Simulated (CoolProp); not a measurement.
Saturation properties of chloromethane (R40) (Tc = 145.5 °C, pc = 69.29 bar, ω = 0.150).

The numbers come from the reference Helmholtz-energy equation of state, Thol 2014 in CoolProp.

| T (°C) | p (bar) | liquid density (kg/m³) | liquid cp (kJ/(kg K)) | vapour Z | surface tension (mN/m) |
|---|---|---|---|---|---|
| 32.05 | 7.051 | … | 1.644 | 0.8765 | 14.3 |
| 43.05 | 9.449 | 873.8 | 1.679 | 0.8513 | 12.6 |
| 54.15 | 12.43 | … | 1.724 | 0.8229 | 10.9 |
| 65.15 | 16.02 | 822.5 | 1.782 | 0.7916 | 9.28 |
| 76.25 | 20.35 | 794.0 | 1.861 | 0.7566 | 7.70 |
| 87.35 | 25.49 | 763.1 | 1.969 | 0.7177 | 6.17 |
| 98.35 | 31.45 | 729.0 | 2.128 | 0.6746 | … |
| 109.45 | 38.45 | 689.7 | 2.390 | 0.6251 | 3.34 |
| 120.45 | 46.47 | 642.7 | … | 0.5677 | 2.06 |
| 131.55 | 55.77 | 578.4 | 4.355 | 0.4955 | 0.911 |

### Question
Some entries are withheld; supply them.

### Answer

- 32.05, liquid density (kg/m³): 897.3
- 54.15, liquid density (kg/m³): 848.8
- 98.35, surface tension (mN/m): 4.72
- 120.45, liquid cp (kJ/(kg K)): 2.897

It boils at -24.0 °C under 1 atm.

Surface tension comes from a separate correlation (Mulero 2014).
